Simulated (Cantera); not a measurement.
Charge: 1 mol CuO, 1.3 mol C, 7.2 mol N₂, 1.1 mol CH₄, held at 1330 Pa.

Method: chemical equilibrium by Gibbs-energy minimisation in Cantera with the NASA 1993 tables (ideal gas, pure condensed phases). Candidate condensed phases: C, C₆H₆, C₇H₈, C₈H₁₈, Cu, CuO, Cu(OH)₂, Cu₂O, H₂O; 139 gas species. Equilibrium is a limit: real reactors are often held back by kinetics, nucleation or transport. All values below are at 2350 K.

Base state: N₂ 0.610, H₂ 0.158, CO 0.0858, Cu 0.0858, H 0.0430, HCN 0.0148, HNC 0.00144, C₂H₂ (acetylene) 0.000874 (mole fractions); condensed: C(graphite).

**Question.** What changes in the equilibrium state with this change: CH₄ from 1.1 to 1.7 mol?

**Answer.** 
```
species             before    after
----------------  --------  -------
N₂                   0.610    0.547
H₂                   0.158    0.227
CO                  0.0858   0.0773
H                   0.0430   0.0514
HCN                 0.0148   0.0167
Cu                  0.0858   0.0773
C₂H₂ (acetylene)  0.000874  0.00125
Cu₂                1.62e-5  1.31e-5
C(graphite), mol      1.19     1.73
```
